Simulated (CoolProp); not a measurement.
Vapour-liquid equilibrium of CH2F2 (R32) (1) + R1234yf (2) at 318 K; x and y are mole fractions of (1).

The numbers come from the multi-fluid Helmholtz-energy mixture model, Tillner-Roth 1997 and Lemmon 2022; pair parameters Bell 2023 in CoolProp.

Task: Give the bubble pressure and the first vapour's composition at x = 0.35, 0.725, 0.8. Is there an azeotrope?

Result: x = 0.35: 18.57 bar, y = 0.520; x = 0.725: 24.59 bar, y = 0.804; x = 0.8: 25.59 bar, y = 0.855. No azeotrope shows between x = 0.05 and 0.95.

The pair parameters rest on a limited set of measurements; away from them the model extrapolates.
